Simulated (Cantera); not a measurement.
An isothermal, constant-pressure homogeneous reactor starts with NH3 : N2 = 1 : 4 (molar parts), at 1200 K and 1.00 atm. Integrator tolerance rtol = 1e-08.

Detailed kinetics in Cantera: the gas-phase N/H chemistry of the illustrative SiF4/NH3 mechanism in the Surface Chemkin manual (1991). Walls and surfaces, which speed up NH3 decomposition in real reactors, are not modelled.

Q: What does this change do: temperature 1200 to 2325 K?

A: 
```tsv
quantity	before	after
x(NH3) at 20.0 s	0.200 (gas-phase equilibrium 2.05e-5)	1.36e-6 (gas-phase equilibrium 1.36e-6)
x(H2) at 20.0 s	0.000456 (gas-phase equilibrium 0.250)	0.247 (gas-phase equilibrium 0.247)
x(N) at 20.0 s	1.28e-12 (gas-phase equilibrium <1e-12)	4.38e-8 (gas-phase equilibrium 4.38e-8)
x(NH) at 20.0 s	6.83e-10 (gas-phase equilibrium <1e-12)	4.53e-8 (gas-phase equilibrium 4.53e-8)
x(H) at 20.0 s	1.60e-9 (gas-phase equilibrium 9.87e-8)	0.00546 (gas-phase equilibrium 0.00546)
x(NH2) at 20.0 s	1.08e-6 (gas-phase equilibrium 1.29e-11)	9.61e-8 (gas-phase equilibrium 9.61e-8)
x(N2H4) at 20.0 s	3.52e-8 (gas-phase equilibrium <1e-12)	<1e-12 (gas-phase equilibrium <1e-12)
```

Q: What does this change do: temperature 1200 to 2348 K?

A: 
```tsv
quantity	before	after
x(NH3) at 20.0 s	0.200 (gas-phase equilibrium 2.05e-5)	1.32e-6 (gas-phase equilibrium 1.32e-6)
x(H2) at 20.0 s	0.000456 (gas-phase equilibrium 0.250)	0.246 (gas-phase equilibrium 0.246)
x(N) at 20.0 s	1.28e-12 (gas-phase equilibrium <1e-12)	5.58e-8 (gas-phase equilibrium 5.58e-8)
x(NH) at 20.0 s	6.83e-10 (gas-phase equilibrium <1e-12)	5.42e-8 (gas-phase equilibrium 5.42e-8)
x(H) at 20.0 s	1.60e-9 (gas-phase equilibrium 9.87e-8)	0.00613 (gas-phase equilibrium 0.00613)
x(NH2) at 20.0 s	1.08e-6 (gas-phase equilibrium 1.29e-11)	1.05e-7 (gas-phase equilibrium 1.05e-7)
x(N2H4) at 20.0 s	3.52e-8 (gas-phase equilibrium <1e-12)	<1e-12 (gas-phase equilibrium <1e-12)
```
